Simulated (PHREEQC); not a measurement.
1.1 g of hydrous ferric oxide (600 m²/g; 0.2 weak and 0.005 strong sites per Fe, Dzombak-Morel constants, diffuse double layer) in 1 kg of water with 0.05 mol/kgw of an inert sodium salt and 0.085 mmol/kgw Ag2SO4 and 4.1 mmol/kgw NaH2PO4, at 25 °C; the pH is set by adding NaOH or the inert anion's acid. Oxygen alone is held at its pressure in air (log pO2 = -0.68). No CO2 enters from the air. Precipitation was switched off in this run.

Computed with PHREEQC (ion-association model, wateq4f.dat).

| pH | S sorbed (%) | Ag sorbed (%) | P sorbed (%) | surface charge σ (C/m²) | surface potential ψ (mV) |
|---|---|---|---|---|---|
| 4 | 0.0 | 0.0 | 59.4 | 0.007 | 13 |
| 4.67 | 0.0 | 0.0 | 58.8 | -0.001 | -1 |
| 5.33 | 0.0 | 0.1 | 57.4 | -0.011 | -20 |
| 6 | 0.0 | 0.9 | 54.6 | -0.024 | -41 |
| 6.67 | 0.0 | 7.5 | 49.5 | -0.040 | -60 |
| 7.33 | 0.0 | 26.3 | 41.9 | -0.054 | -73 |
| 8 | 0.0 | 40.1 | 33.8 | -0.063 | -79 |
| 8.67 | 0.0 | ___ | 24.5 | -0.072 | -85 |
| 9.33 | 0.0 | 94.7 | 14.5 | -0.085 | ___ |
| 10 | 0.0 | 99.0 | 6.7 | -0.103 | -101 |
| 10.67 | 0.0 | 99.7 | 1.7 | ___ | -115 |
| 11.33 | 0.0 | 99.9 | 0.2 | -0.202 | -133 |
| 12 | 0.0 | 99.9 | 0.0 | -0.280 | -144 |

### Question
Fill in the missing entries.

### Answer

- 8.67, Ag sorbed (%): 71.4
- 9.33, surface potential ψ (mV): -92
- 10.67, surface charge σ (C/m²): -0.138

H3PO4, which wateq4f.dat lacks, is added to it with the constant of phreeqc.dat. The database has no phosphate complexes of Ag.
